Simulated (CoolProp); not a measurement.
Properties of C3F8 (R218) along the isobar 13 MPa.

Computed with CoolProp (reference Helmholtz-energy equation of state, Lemmon 2006). It is a short technical equation, of lower accuracy than the large ones.

```tsv
T (K)	phase	speed of sound (m/s)	isothermal compressibility (1/MPa)	conductivity (mW/(m K))	fugacity coefficient
138.9	liquid	1096	0.0006760	85.9	5.147e-6
143.7	liquid	1063	0.0007140	85.3	1.049e-5
148.6	liquid	1031	0.0007548	84.7	2.051e-5
153.4	liquid	1001	0.0007969	84.0	3.768e-5
158.2	liquid	973.0	0.0008412	83.3	6.627e-5
163.1	liquid	945.4	0.0008890	82.5	0.0001132
167.9	liquid	919.5	0.0009384	81.8	0.0001845
172.7	liquid	894.6	0.0009907	80.9	0.0002912
177.6	liquid	870.2	0.001047	80.1	0.0004499
182.4	liquid	847.1	0.001106	79.2	0.0006703
187.2	liquid	824.8	0.001168	78.3	0.0009742
192.1	liquid	802.8	0.001236	77.3	0.001394
196.9	liquid	781.8	0.001306	76.4	0.001938
201.7	liquid	761.5	0.001381	75.4	0.002644
```

Thermal conductivity comes from a separate model (Huber 2003), an estimate that may be off by 10 % or more.
